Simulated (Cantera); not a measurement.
Equilibrium for silicon etching in halogen gases: Si + HF + N2

Input: 1 mol Si, a varied amount of HF, 0.71 mol N2, equilibrated at 1398.15 K and 0.00820 bar.

Method: chemical equilibrium by Gibbs-energy minimisation in Cantera with the NASA 1993 tables (ideal gas, pure condensed phases). Candidate condensed phases: Si, Si3N4; 37 gas species. N2 is the only nitrogen source here; it is nearly inert below about 1500 K, so the nitride shown seldom forms there in practice. The tables' values for SiF3, SiF2 are old estimates; treat these amounts as uncertain. Equilibrium is a limit: real reactors are often held back by kinetics, nucleation or transport.

| n(HF) (mol) | x HF | x H2 | x SiF4 | x N2 | x SiF3 | x SiHF3 | n Si3N4(s) |
|---|---|---|---|---|---|---|---|
| 2.3 | 0.00768 | 0.524 | 0.245 | 0.199 | 0.0192 | 0.00374 | 0.139 |
| 3.2 | 0.00768 | 0.527 | 0.246 | 0.195 | 0.0193 | 0.00378 | 0.0623 |
| 4.4 | 0.0989 | 0.485 | 0.241 | 0.173 | 0.00141 | 0.000265 | 0 |
| 6.2 | 0.372 | 0.338 | 0.169 | 0.120 | 0.000219 | 3.43e-5 | 0 |
| 8.6 | 0.554 | 0.241 | 0.120 | 0.0854 | 8.84e-5 | 1.17e-5 | 0 |
| 12 | 0.683 | 0.171 | 0.0853 | 0.0606 | 4.28e-5 | 4.77e-6 | 0 |
| 17 | 0.778 | 0.120 | 0.0598 | 0.0425 | 2.21e-5 | 2.06e-6 | 0 |
x: gas mole fraction; n: condensed amount in mol.

From 2.3 mol HF to 3.2 mol HF the condensed part is Si3N4(s). From 4.4 mol HF to 17 mol HF nothing is condensed. The main Si-bearing gas is SiF4 throughout.
